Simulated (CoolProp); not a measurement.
Properties of oxygen along the isotherm -155.05 °C.

Values from CoolProp's reference Helmholtz-energy equation of state, Schmidt 1985.

```tsv
p (kPa)	phase	density (kg/m³)	viscosity (µPa s)
6310	liquid	1011	111
12600	liquid	1035	121
18900	liquid	1055	130
25200	liquid	1072	139
31500	liquid	1088	147
37800	liquid	1102	155
44200	liquid	1115	164
50500	liquid	1127	172
```

Viscosity comes from a separate model (Lemmon 2004).
